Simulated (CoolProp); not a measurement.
Vapour-liquid equilibrium of isobutene (1) + n-octane (2) at 339.3 K; x and y are mole fractions of (1).

The numbers come from the multi-fluid Helmholtz-energy mixture model, Lemmon 2005 and Beckmüller 2019; pair parameters Bell 2016 in CoolProp.

Give the bubble pressure and the first vapour's composition at x = 0.5, 0.575, 0.95. Is there an azeotrope?

x = 0.5: 416.8 kPa, y = 0.978; x = 0.575: 483.2 kPa, y = 0.983; x = 0.95: 847.4 kPa, y = 0.998. No azeotrope shows between x = 0.05 and 0.95.

The pair parameters rest on a limited set of measurements; away from them the model extrapolates.
